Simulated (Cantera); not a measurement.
## Transport properties of process gases

Gas mixture: NO : N2 : N2O = 0.35 : 0.66 : 0.57 (molar parts), at 0.0132 atm, frozen composition.

Cantera's kinetic-theory transport with the Lennard-Jones parameters of GRI-Mech 3.0, ideal gas; thermal conductivity in the multicomponent form.

```
T (K)  ρ (kg/m³)  cp (J/kg/K)  μ (µPa s)  λ (mW/m/K)     Pr  D (cm²/s) H  D (cm²/s) CH4  D (cm²/s) CH3
-----  ---------  -----------  ---------  ----------  -----  -----------  -------------  -------------
400       0.0137         1002       21.3        29.8  0.716          143           25.7           25.8
500       0.0110         1043       25.3        36.6  0.719          212           38.0           38.3
600      0.00915         1080       28.9        43.3  0.721          291           52.2           52.5
700      0.00784         1115       32.3        49.9  0.722          379           68.0           68.4
800      0.00686         1148       35.5        56.3  0.723          476           85.4           85.9
900      0.00610         1177       38.5        62.6  0.723          581            104            105
```
D: mixture-averaged diffusion coefficient of that species in the mixture.
